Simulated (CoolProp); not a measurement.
Isopentane along the isobar 125 bar: fugacity coefficient from the reference equation and from simpler models built on Tc = 460.3 K, pc = 33.78 bar, ω = 0.227; each cubic takes its own stable root.

Model: reference Helmholtz-energy equation of state, Lemmon 2006, in CoolProp. It is a short technical equation, of lower accuracy than the large ones.

| T (K) | phase | reference |
|---|---|---|
| 227.8 | liquid | 0.0004858 |
| 240.6 | liquid | 0.001044 |
| 253.5 | liquid | 0.002059 |
| 266.4 | liquid | 0.003751 |
| 279.2 | liquid | 0.006368 |
| 292.1 | liquid | 0.01025 |
| 305 | liquid | 0.01570 |
| 317.8 | liquid | 0.02297 |
| 330.7 | liquid | 0.03244 |
| 343.6 | liquid | 0.04433 |
| 356.5 | liquid | 0.05882 |
| 369.3 | liquid | 0.07587 |

Task: How far does each simpler model (van der Waals, Redlich-Kwong) lie from the reference over these 12 states: mean and median of the absolute difference, and the worst?

Result: 
- van der Waals: mean 1032.5 %, median 520.2 %, worst +4082.8 % at 227.8 K and 125 bar
- Redlich-Kwong: mean 72.9 %, median 67.7 %, worst +130.8 % at 227.8 K and 125 bar
